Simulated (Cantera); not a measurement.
A closed system holds: 1 mol Ti(OiPr)4, 18 mol O2, 67 mol H2, equilibrated at 1523 K and 750 Torr.

Equilibrium computed with Cantera from the NASA thermochemical tables; the gas is ideal and each condensed phase is pure. Candidate condensed phases: C, C6H6, C7H8, C8H18, H2O, Ti, TiC, TiO, TiO2, Ti2O3, Ti3O5, Ti4O7; 113 gas species. The feed counts by its element totals alone. Gases not in the tables: TiO(OH)2. Equilibrium is a limit: real reactors are often held back by kinetics, nucleation or transport.

Base state: H2 0.609, H2O 0.262, CO 0.111, CO2 0.0178, H 1.80e-5 (mole fractions); condensed: TiO2(rutile).

Question: What changes in the equilibrium state with this change: H2 from 67 to 1.5 mol?

Answer: 
```tsv
species	before	after
H2O	0.262	0.545
CO2	0.0178	0.400
CO	0.111	0.0362
H2	0.609	0.0184
H	1.80e-5	3.13e-6
TiO2(rutile), mol	1.00	1.00
```
